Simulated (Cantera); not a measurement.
Input: 1 mol Al, 5.6 mol HCl, 4.7 mol N2, at 650 K.

Cantera equilibrium calculation (NASA polynomials, part measured and part estimated; ideal gas, pure solids and liquids). Candidate condensed phases: Al, AlCl3, AlN, NH4Cl; 20 gas species. Equilibrium is a limit: real reactors are often held back by kinetics, nucleation or transport.

Task: At 0.0560 bar, list the 5 most abundant gas species with their mole fractions, and the condensed phases.

Result: N2 0.493, HCl 0.273, H2 0.157, AlCl3 0.0486, Al2Cl6 0.0281. Condensed: gas only.
